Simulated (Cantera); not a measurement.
Charge: 1 mol CH₃Cl, 0.12 mol H₂, held at 1.30 Pa.

These are equilibrium values from Cantera (NASA tables, ideal gas, pure condensed phases), not measurements of a reactor. Candidate condensed phases: C, C₆H₆, C₇H₈, C₈H₁₈; 91 gas species. The numbers say what is thermodynamically allowed, not how fast it happens.

Problem. What share of the C ends up in condensed phases as a function of T (°C), at 1952, 2102, 2252, 2402, 2552, 2702, 2852?

Solution. 
| T (°C) | C condensed (%) | as |
|---|---|---|
| 1952 | 99.3 | C(graphite) |
| 2102 | 92.4 | C(graphite) |
| 2252 | 9.2 | C(graphite) |
| 2402 | 0.0 | - |
| 2552 | 0.0 | - |
| 2702 | 0.0 | - |
| 2852 | 0.0 | - |
